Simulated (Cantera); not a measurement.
An isothermal, constant-pressure homogeneous reactor starts with 1.09 % CH4, 98.9 % H2, 0.0168 % N2, at 1598 K and 26000 Pa.

Model: GRI-Mech 3.0 (53 species, 325 reactions), integrated in Cantera. GRI-Mech 3.0 stops at C3 and has no aromatics, soot or wall deposition, so with more carbon than oxygen in the feed, carbon stays in small species such as C2H2 where larger ones or solid carbon would form.

x: mole fraction; the columns are a selection and need not sum to one.

| t (s) | x CH4 | x H2 | x C2H2 | x CH2 | x C2H4 | x C2H |
|---|---|---|---|---|---|---|
| 9.00e-6 | 0.0109 | 0.989 | <1e-12 | <1e-12 | <1e-12 | <1e-12 |
| 4.78e-5 | 0.0109 | 0.989 | <1e-12 | <1e-12 | <1e-12 | <1e-12 |
| 0.000253 | 0.0109 | 0.989 | <1e-12 | 3.58e-12 | 5.87e-11 | <1e-12 |
| 0.00134 | 0.0109 | 0.989 | 2.13e-10 | 9.77e-11 | ? | <1e-12 |
| 0.00713 | 0.0109 | 0.989 | 4.35e-7 | 1.44e-9 | 1.21e-6 | <1e-12 |
| 0.0378 | 0.0108 | 0.989 | 2.44e-5 | 2.14e-9 | 4.52e-6 | 8.33e-12 |
| 0.201 | 0.0105 | 0.989 | ? | 2.09e-9 | ? | 5.67e-11 |
| 1.07 | 0.00921 | 0.990 | 0.000790 | 1.85e-9 | 2.55e-5 | 2.71e-10 |
| 5.65 | 0.00604 | 0.991 | 0.00232 | 1.25e-9 | 6.79e-5 | 8.07e-10 |
| 30.0 | 0.00449 | 0.992 | 0.00307 | 9.44e-10 | 8.89e-5 | 1.07e-9 |

Question: Complete the blanks.

Answer: 
- 0.00134, x C2H4: 9.71e-9
- 0.201, x C2H2: 0.000166
- 0.201, x C2H4: 8.38e-6
